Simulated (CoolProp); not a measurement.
CHF3 (R23) along the isotherm 475 K: fugacity coefficient from the reference equation and from simpler models built on Tc = 299.3 K, pc = 4.832 MPa, ω = 0.263; each cubic takes its own stable root.

The numbers come from the reference Helmholtz-energy equation of state, Penoncello 2003 in CoolProp.

```tsv
p (MPa)	phase	reference
0.725	gas	0.9909
1.45	gas	0.9819
2.17	gas	0.9732
2.9	gas	0.9645
3.62	gas	0.9561
4.35	gas	0.9477
5.07	supercritical	0.9397
5.8	supercritical	0.9316
6.52	supercritical	0.9239
7.25	supercritical	0.9163
```

### Question
How far does each simpler model (Redlich-Kwong, Soave-Redlich-Kwong, Peng-Robinson) lie from the reference over these 10 states: mean and median of the absolute difference, and the worst?

### Answer
- Redlich-Kwong: mean 1.5 %, median 1.5 %, worst -2.6 % at 475 K and 7.25 MPa
- Soave-Redlich-Kwong: mean 1.4 %, median 1.4 %, worst +2.6 % at 475 K and 7.25 MPa
- Peng-Robinson: mean 0.3 %, median 0.3 %, worst -0.4 % at 475 K and 5.07 MPa
